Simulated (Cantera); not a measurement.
# Adiabatic ignition

An adiabatic, constant-pressure homogeneous reactor starts with C₃H₈ : O₂ : N₂ = 1 : 4.17 : 27.1 (molar parts), equivalence ratio 1.2, at 1248 K and 0.280 bar.

Computed with Cantera and GRI-Mech 3.0 (53 species, 325 reactions). GRI-Mech 3.0 was tuned for natural gas; its chemistry of propane as a main component is partial and can be far from experiment.

| t (s) | T (K) | x C₃H₈ | x O₂ | x CH₃ | x N₂O | x OH | x C₂H₂ | x HO₂ |
|---|---|---|---|---|---|---|---|---|
| 2.00e-6 | 1248 | 0.0310 | 0.129 | 7.87e-7 | <1e-12 | 1.43e-9 | <1e-12 | 4.57e-8 |
| 6.32e-6 | 1248 | 0.0310 | 0.129 | 2.63e-6 | <1e-12 | 1.69e-8 | <1e-12 | 3.91e-7 |
| 2.00e-5 | 1248 | 0.0310 | 0.129 | 9.80e-6 | <1e-12 | 6.03e-8 | 3.61e-12 | 2.62e-6 |
| 6.32e-5 | 1248 | 0.0309 | 0.129 | 3.58e-5 | 1.88e-12 | 1.49e-7 | 1.23e-10 | 1.12e-5 |
| 0.000200 | 1247 | 0.0308 | 0.129 | 0.000124 | 1.64e-11 | 6.16e-7 | 5.19e-9 | 2.14e-5 |
| 0.000632 | 1246 | 0.0301 | 0.129 | 0.000237 | 5.48e-11 | 7.65e-7 | 1.57e-7 | 1.29e-5 |
| 0.00200 | 1247 | 0.0278 | 0.128 | 0.000245 | 1.75e-10 | 1.05e-6 | 2.39e-6 | 1.79e-5 |
| 0.00632 | 1972 | <1e-12 | 0.0139 | <1e-12 | 2.04e-8 | 0.00854 | <1e-12 | 9.70e-7 |
| 0.0200 | 2347 | <1e-12 | 0.00291 | <1e-12 | 3.75e-8 | 0.00513 | <1e-12 | 2.83e-7 |
| 0.0632 | 2379 | <1e-12 | 0.00180 | <1e-12 | 4.54e-8 | 0.00404 | <1e-12 | 2.08e-7 |
| 0.200 | 2376 | <1e-12 | 0.00172 | <1e-12 | 4.83e-8 | 0.00396 | <1e-12 | 2.00e-7 |
x: mole fraction; the columns are a selection and need not sum to one.

* **time of steepest temperature rise**: 6.25 ms
* **temperature at 0.200 s**: 2376 K
* **equilibrium temperature**: 2376 K
* **x(C₃H₈) at 0.200 s**: <1e-12 (gas-phase equilibrium <1e-12)
* **x(O₂) at 0.200 s**: 0.00172 (gas-phase equilibrium 0.00171)
* **x(CH₃) at 0.200 s**: <1e-12 (gas-phase equilibrium <1e-12)
